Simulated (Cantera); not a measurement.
Input: 1 mol CuO, 0.32 mol C, 10 mol H₂, at 2175 K and 84000 Pa.

These are equilibrium values from Cantera (NASA tables, ideal gas, pure condensed phases), not measurements of a reactor. Candidate condensed phases: C, C₆H₆, C₇H₈, C₈H₁₈, Cu, CuO, Cu(OH)₂, Cu₂O, H₂O; 113 gas species. Rates play no part.

Base state: H₂ 0.878, H₂O 0.0637, CO 0.0298, Cu 0.0228, H 0.00499, CO₂ 0.000416, Cu₂ 0.000162, OH 4.87e-5 (mole fractions); condensed: Cu(l).

Q: What changes in the equilibrium state with this change: pressure from 84000 Pa to 25000 Pa?

A: 
| species | before | after |
|---|---|---|
| H₂ | 0.878 | 0.825 |
| Cu | 0.0228 | 0.0765 |
| H₂O | 0.0637 | 0.0600 |
| H | 0.00499 | 0.00887 |
| CO | 0.0298 | 0.0281 |
| Cu₂ | 0.000162 | 0.000544 |
| OH | 4.87e-5 | 8.67e-5 |
| CO₂ | 0.000416 | 0.000393 |
| Cu(l), mol | 0.755 | 0.128 |

Q: What changes in the equilibrium state with this change: pressure from 84000 Pa to 5200 Pa?

A: 
```csv
species,before,after
H₂,0.878,0.806
Cu,0.0228,0.0872
H₂O,0.0637,0.0589
H,0.00499,0.0192
CO,0.0298,0.0276
OH,4.87e-5,0.000189
Cu₂,0.000162,0.000147
CO₂,0.000416,0.000388
"Cu(l), mol",0.755,0
```
